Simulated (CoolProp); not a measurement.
Vapour-liquid equilibrium of hydrogen chloride (1) + propane (2) at 620 kPa; x and y are mole fractions of (1).

Values from CoolProp's multi-fluid Helmholtz-energy mixture model, Thol 2018 and Lemmon 2009; pair parameters Bell 2016.

Q: Give the bubble temperature and the first vapour's composition at x = 0.05, 0.425, 0.65. Is there an azeotrope?

A: x = 0.05: -2.7 °C, y = 0.300; x = 0.425: -36.9 °C, y = 0.840; x = 0.65: -41.2 °C, y = 0.890. No azeotrope shows between x = 0.05 and 0.95.

Pair parameters are fitted to limited data, so mixtures are less certain than the pure fluids. With so large a gap from Raoult's law the liquid may split in two, which this calculation doesn't test in full.
